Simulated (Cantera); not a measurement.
# Thermodynamics of thermal oxidation and active oxidation of silicon, feed Si + CO₂ + H₂ + O₂

Feed: 1 mol Si, 0.011 mol CO₂, 7.4 mol H₂, 0.0058 mol O₂, equilibrated at 10.0 mbar.

These are equilibrium values from Cantera (NASA tables, ideal gas, pure condensed phases), not measurements of a reactor. Candidate condensed phases: C, C₆H₆, C₇H₈, C₈H₁₈, H₂O, Si, SiC, SiO₂; 123 gas species. Mutual solubility and eutectic melting of coexisting phases are not modelled. The tables hold silica as quartz up to 1696 K and as liquid above; real silica turns to tridymite and cristobalite and melts near 1996 K. Gases not in the tables: Si₂H₆ and higher silanes. The numbers say what is thermodynamically allowed, not how fast it happens.

From 1248 K to 1323 K the condensed part is Si(s) + SiC(s) + SiO₂(β-quartz). From 1398 K to 1623 K the condensed part is Si(s) + SiC(s). From 1698 K to 1998 K the condensed part is Si(l) + SiC(s). From 2073 K to 2223 K the condensed part is Si(l). The main Si-bearing gas is SiO at 1248 K and Si at 2223 K. The share of Si in condensed phases is highest at 1248 K (99.9 %) and lowest at 2223 K (55.7 %).

| T (K) | log p H₂ | log p H | log p Si | log p SiO | log p SiH | n Si(s) | n SiC(s) | n SiO₂(β-quartz) | n Si(l) |
|---|---|---|---|---|---|---|---|---|---|
| 1248 | -2.00 | -7.33 | -11.11 | -5.69 | -11.06 | 0.971 | 0.0110 | 0.0160 | 0 |
| 1323 | -2.00 | -6.80 | -10.05 | -4.88 | -10.19 | 0.967 | 0.0109 | 0.0118 | 0 |
| 1398 | -2.00 | -6.33 | -9.11 | -4.35 | -9.41 | 0.957 | 0.0104 | 0 | 0 |
| 1473 | -2.00 | -5.90 | -8.26 | -4.36 | -8.71 | 0.957 | 0.0102 | 0 | 0 |
| 1548 | -2.00 | -5.51 | -7.50 | -4.36 | -8.08 | 0.957 | 0.00995 | 0 | 0 |
| 1623 | -2.00 | -5.16 | -6.81 | -4.36 | -7.50 | 0.958 | 0.00968 | 0 | 0 |
| 1698 | -2.00 | -4.84 | -6.18 | -4.37 | -6.99 | 0 | 0.00930 | 0 | 0.958 |
| 1773 | -2.00 | -4.55 | -5.67 | -4.38 | -6.58 | 0 | 0.00827 | 0 | 0.959 |
| 1848 | -2.00 | -4.28 | -5.20 | -4.40 | -6.21 | 0 | 0.00680 | 0 | 0.958 |
| 1923 | -2.01 | -4.03 | -4.77 | -4.43 | -5.86 | 0 | 0.00479 | 0 | 0.953 |
| 1998 | -2.01 | -3.80 | -4.37 | -4.47 | -5.54 | 0 | 0.00195 | 0 | 0.935 |
| 2073 | -2.02 | -3.59 | -4.00 | -4.49 | -5.25 | 0 | 0 | 0 | 0.887 |
| 2148 | -2.03 | -3.40 | -3.66 | -4.47 | -4.98 | 0 | 0 | 0 | 0.779 |
| 2223 | -2.05 | -3.22 | -3.34 | -4.46 | -4.74 | 0 | 0 | 0 | 0.557 |
log p: log10 of the partial pressure in bar; n: condensed amount in mol.
